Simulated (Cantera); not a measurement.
Predominance diagram of Mg at 1025 K against the partial pressures of O2 and Br2 (log10, bar). Cantera with NASA thermochemical tables; ideal gases at 1 bar, condensed phases pure. Candidates: Mg(l), MgBr2(l), MgO(s). Only these pure phases compete in this equilibrium. Not in the tables: oxide halides.

### Question
Which phase is stable at these pairs, and which metal-bearing vapour leads over it? (-16.3, -2.4); (-13.1, -2.4); (-29.4, -19); (-8.2, -7.1); (-3.3, -4.8); (-4.9, 0); (-24.5, -7.1)

### Answer
| log p(O2) | log p(Br2) | phase | chief vapour | log p (bar) |
|---|---|---|---|---|
| -16.3 | -2.4 | MgBr2(l) | MgBr2 | -2.3 |
| -13.1 | -2.4 | MgO(s) | MgBr2 | -2.8 |
| -29.4 | -19 | MgO(s) | MgBr2 | -11.2 |
| -8.2 | -7.1 | MgO(s) | MgBr2 | -9.9 |
| -3.3 | -4.8 | MgO(s) | MgBr2 | -10.1 |
| -4.9 | 0 | MgO(s) | MgBr2 | -4.5 |
| -24.5 | -7.1 | MgBr2(l) | MgBr2 | -2.3 |
